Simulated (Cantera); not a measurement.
A closed system holds: 1 mol CO₂, 5.5 mol H₂O, equilibrated at 798.15 K and 1500000 Pa.

Cantera equilibrium calculation (NASA polynomials, part measured and part estimated; ideal gas, pure solids and liquids). Candidate condensed phases: C, C₆H₆, C₇H₈, C₈H₁₈, H₂O; 110 gas species. Kinetics and transport are ignored.

Base state: H₂O 0.846, CO₂ 0.154 (mole fractions); condensed: gas only.

Q: What changes in the equilibrium state with this change: temperature from 798.15 K to 2848.15 K?

A: 
```json
[
 {"species": "H₂O", "before": "0.846", "after": "0.758"},
 {"species": "CO₂", "before": "0.154", "after": "0.113"},
 {"species": "CO", "before": "<1e-9", "after": "0.0340"},
 {"species": "H₂", "before": "<1e-9", "after": "0.0323"},
 {"species": "OH", "before": "<1e-9", "after": "0.0309"},
 {"species": "O₂", "before": "<1e-9", "after": "0.0252"},
 {"species": "H", "before": "<1e-9", "after": "0.00448"},
 {"species": "O", "before": "<1e-9", "after": "0.00268"},
 {"species": "HO₂", "before": "<1e-9", "after": "3.51e-5"}
]
```
